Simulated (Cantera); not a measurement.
## Gas-phase reforming

A perfectly stirred reactor is fed with CH4 : H2O : H2 = 1 : 1.5 : 1.3 (molar parts), at 3830 Torr; it is held at 1500 K, and followed from long to short residence time.

Computed with Cantera and GRI-Mech 3.0 (53 species, 325 reactions).

```json
[
 {"τ (s)": "1.7", "x CH4": "0.173", "x H2O": "0.345", "x H2": "0.439", "x CH2": "6.26e-10", "x H2O2": "<1e-12", "x C2H4": "0.0103", "x CO2": "0.00356"},
 {"τ (s)": "0.95", "x CH4": "0.179", "x H2O": "0.357", "x H2": "0.426", "x CH2": "6.66e-10", "x H2O2": "<1e-12", "x C2H4": "0.0107", "x CO2": "0.00216"},
 {"τ (s)": "0.52", "x CH4": "0.187", "x H2O": "0.366", "x H2": "0.414", "x CH2": "6.78e-10", "x H2O2": "<1e-12", "x C2H4": "0.0105", "x CO2": "0.00113"},
 {"τ (s)": "0.29", "x CH4": "0.196", "x H2O": "0.373", "x H2": "0.402", "x CH2": "6.59e-10", "x H2O2": "<1e-12", "x C2H4": "0.00959", "x CO2": "0.000524"},
 {"τ (s)": "0.16", "x CH4": "0.209", "x H2O": "0.378", "x H2": "0.390", "x CH2": "6.15e-10", "x H2O2": "<1e-12", "x C2H4": "0.00804", "x CO2": "0.000203"},
 {"τ (s)": "0.088", "x CH4": "0.223", "x H2O": "0.383", "x H2": "0.377", "x CH2": "5.58e-10", "x H2O2": "<1e-12", "x C2H4": "0.00617", "x CO2": "6.61e-5"},
 {"τ (s)": "0.048", "x CH4": "0.236", "x H2O": "0.387", "x H2": "0.365", "x CH2": "5.02e-10", "x H2O2": "<1e-12", "x C2H4": "0.00439", "x CO2": "1.87e-5"},
 {"τ (s)": "0.027", "x CH4": "0.246", "x H2O": "0.390", "x H2": "0.356", "x CH2": "4.61e-10", "x H2O2": "<1e-12", "x C2H4": "0.00305", "x CO2": "5.29e-6"},
 {"τ (s)": "0.015", "x CH4": "0.253", "x H2O": "0.392", "x H2": "0.351", "x CH2": "4.31e-10", "x H2O2": "<1e-12", "x C2H4": "0.00206", "x CO2": "1.44e-6"},
 {"τ (s)": "0.0081", "x CH4": "0.257", "x H2O": "0.393", "x H2": "0.347", "x CH2": "4.10e-10", "x H2O2": "<1e-12", "x C2H4": "0.00133", "x CO2": "3.71e-7"},
 {"τ (s)": "0.0045", "x CH4": "0.260", "x H2O": "0.394", "x H2": "0.345", "x CH2": "3.94e-10", "x H2O2": "<1e-12", "x C2H4": "0.000844", "x CO2": "1.01e-7"}
]
```
x: mole fraction; the columns are a selection and need not sum to one.
